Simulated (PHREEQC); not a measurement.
Solution (80 °C): 4.6 mmol/kgw HCl, 140 mmol/kgw LiCl and 7.9 mmol/kgw Fe2(SO4)3. Closed to the air; pH follows from the charge balance.

Computed with PHREEQC (ion-association model, wateq4f.dat).

| quantity | before | after |
|---|---|---|
| pH | 2.35 | 2.46 |
| SO4-2 (mol/kgw) | 0.00959 | 0.0116 |
| HSO4- (mol/kgw) | 0.00622 | 0.00307 |
| FeSO4+ (mol/kgw) | 0.00538 | 0.000834 |
| FeOH+2 (mol/kgw) | 0.00425 | 0.00279 |
| SI of Goethite (FeOOH) | +5.42 | +5.09 |
| SI of Hematite (Fe2O3) | +13.06 | +12.42 |

**Question.** Which change was made?
A) HCl from 0.0046 to 0.00506 mol/kgw
B) HCl left out
C) LiCl from 0.14 to 1.4 mol/kgw
D) HCl from 0.0046 to 0.0069 mol/kgw
E) Fe2(SO4)3 from 0.0079 to 0.00158 mol/kgw

**Answer.** C, LiCl from 0.14 to 1.4 mol/kgw

Precipitation was switched off in this run. The ionic strength passes 0.7 mol/kgw, the rough limit of the ion-association models, in after. Some of these states are supersaturated (in Hematite (slow to form), Goethite (slow to form), for instance). At this temperature some constants are extrapolated from 25 °C, and those without enthalpy data are left unchanged.
